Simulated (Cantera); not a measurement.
An adiabatic, constant-volume homogeneous reactor starts with C3H8 : O2 : N2 = 1 : 2.27 : 8.55 (molar parts), at 1625 K and 1.88 atm. Integrator tolerance rtol = 1e-08.

Computed with Cantera and GRI-Mech 3.0 (53 species, 325 reactions). GRI-Mech 3.0 was tuned for natural gas; its chemistry of propane as a main component is partial and can be far from experiment.

### Question
What does this change do: initial temperature 1625 to 1025 K?

### Answer
```csv
quantity,before,after
time of steepest temperature rise,19.7 µs,0.204 s
temperature at 0.400 s,2873 K,2434 K
equilibrium temperature,2873 K,2434 K
x(C3H8) at 0.400 s,<1e-12 (gas-phase equilibrium <1e-12),<1e-12 (gas-phase equilibrium <1e-12)
x(O2) at 0.400 s,4.74e-5 (gas-phase equilibrium 4.74e-5),7.54e-7 (gas-phase equilibrium 7.54e-7)
x(C2H6) at 0.400 s,<1e-12 (gas-phase equilibrium <1e-12),<1e-12 (gas-phase equilibrium <1e-12)
x(CH4) at 0.400 s,1.60e-10 (gas-phase equilibrium 1.78e-10),1.59e-9 (gas-phase equilibrium 1.78e-9)
x(HCN) at 0.400 s,9.62e-7 (gas-phase equilibrium 9.62e-7),1.38e-6 (gas-phase equilibrium 1.38e-6)
```

### Question
What does this change do: initial temperature 1625 to 1225 K?

### Answer
| quantity | before | after |
|---|---|---|
| time of steepest temperature rise | 19.7 µs | 2.66 ms |
| temperature at 0.400 s | 2873 K | 2595 K |
| equilibrium temperature | 2873 K | 2595 K |
| x(C3H8) at 0.400 s | <1e-12 (gas-phase equilibrium <1e-12) | <1e-12 (gas-phase equilibrium <1e-12) |
| x(O2) at 0.400 s | 4.74e-5 (gas-phase equilibrium 4.74e-5) | 4.05e-6 (gas-phase equilibrium 4.05e-6) |
| x(C2H6) at 0.400 s | <1e-12 (gas-phase equilibrium <1e-12) | <1e-12 (gas-phase equilibrium <1e-12) |
| x(CH4) at 0.400 s | 1.60e-10 (gas-phase equilibrium 1.78e-10) | 6.37e-10 (gas-phase equilibrium 7.11e-10) |
| x(HCN) at 0.400 s | 9.62e-7 (gas-phase equilibrium 9.62e-7) | 1.20e-6 (gas-phase equilibrium 1.20e-6) |
